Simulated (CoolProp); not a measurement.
A single-stage vapour-compression cycle with propylene: evaporating at 242.15 K (dew point), condensing at 302.15 K (bubble point), superheat 0 K, subcooling 2 K, compressor efficiency 0.65, no pressure losses. Each further row changes one setting.

Values from CoolProp's reference Helmholtz-energy equation of state, Lemmon 2013.

```
case                              cooling COP  pressure ratio  discharge temperature (K)  refrigerating effect (kJ/kg)  volumetric capacity (kJ/m³)
--------------------------------  -----------  --------------  -------------------------  ----------------------------  ---------------------------
as stated                                1.99            6.26                      345.9                           278                         1260
evaporating temperature 247.15 K   (withheld)      (withheld)                      340.9                           283                   (withheld)
condensing temperature 297.15 K    (withheld)      (withheld)                      338.7                           291                         1320
subcooling 7 K                     (withheld)            6.26                      345.9                           291                         1320
superheat 10 K                           1.99            6.26                      357.1                    (withheld)                         1260
compressor efficiency 0.55         (withheld)            6.26                      359.2                           278                         1260
```

Complete the blanks.


- evaporating temperature 247.15 K, cooling COP: 2.26
- evaporating temperature 247.15 K, pressure ratio: 5.18
- evaporating temperature 247.15 K, volumetric capacity (kJ/m³): 1530
- condensing temperature 297.15 K, cooling COP: 2.24
- condensing temperature 297.15 K, pressure ratio: 5.53
- subcooling 7 K, cooling COP: 2.08
- superheat 10 K, refrigerating effect (kJ/kg): 292
- compressor efficiency 0.55, cooling COP: 1.68
